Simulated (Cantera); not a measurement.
A jet of CH₄ : O₂ : N₂ = 0.045 : 0.15 : 0.79 (molar parts) at 300 K and 18000 Pa hits a platinum plate 6.4 cm away at a mass flux of 0.079 kg/m²/s; the plate temperature is set and raised in steps from an oxygen-covered start.

Computed with Cantera and Deutschmann's 1995 Pt surface mechanism with GRI-Mech 3.0 gas chemistry. Catalytic surfaces can have several steady states; this one follows from the mechanism file's or the stated starting coverage.

x: mole fraction at the wall; θ: surface coverage.

```tsv
plate T (K)	wall x CH₄	wall x O₂	wall x H₂O	wall x OH	wall x CO	wall x CO₂	θ free Pt	θ O*	θ OH*
850	0.0363	0.132	0.0177	<1e-8	8.75e-6	0.0116	0.109	0.889	0.00146
900	0.0273	0.113	0.0344	3.10e-8	9.49e-6	0.0227	0.168	0.830	0.00195
950	?	?	?	?	9.15e-6	?	?	?	0.00218
1000	0.0129	0.0822	0.0609	2.51e-7	8.52e-6	0.0405	0.307	0.691	0.00218
1050	?	0.0744	0.0676	?	8.08e-6	0.0450	?	?	0.00204
1100	0.00679	0.0696	0.0717	1.30e-6	7.91e-6	0.0478	0.447	0.551	0.00185
```

### Question
Some entries are withheld; supply them.

### Answer

- 950, wall x CH₄: 0.0188
- 950, wall x O₂: 0.0948
- 950, wall x H₂O: 0.0501
- 950, wall x OH: 9.31e-8
- 950, wall x CO₂: 0.0332
- 950, θ free Pt: 0.236
- 950, θ O*: 0.762
- 1050, wall x CH₄: 0.00913
- 1050, wall x OH: 6.02e-7
- 1050, θ free Pt: 0.378
- 1050, θ O*: 0.620
